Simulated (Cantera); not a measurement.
## Ignition delay

Mixture: C₃H₈ : O₂ : N₂ = 1 : 3.57 : 13.4 (molar parts), equivalence ratio 1.4, at 3000000 Pa, adiabatic and at constant volume. Ignition delay is the time to a rise of 400 K.

Model: GRI-Mech 3.0 (53 species, 325 reactions), integrated in Cantera. GRI-Mech 3.0 was tuned for natural gas; its chemistry of propane as a main component is partial and can be far from experiment. The pressure lies above the range GRI-Mech 3.0 was tuned for (to about 10 atm).

| T0 (K) | delay (ms) |
|---|---|
| 1148 | 1.68 |
| 1198 | 0.725 |
| 1248 | 0.319 |
| 1298 | 0.144 |
| 1348 | 0.0680 |
| 1398 | 0.0336 |

- apparent activation energy between 1298 and 1398 K = 220 kJ/mol
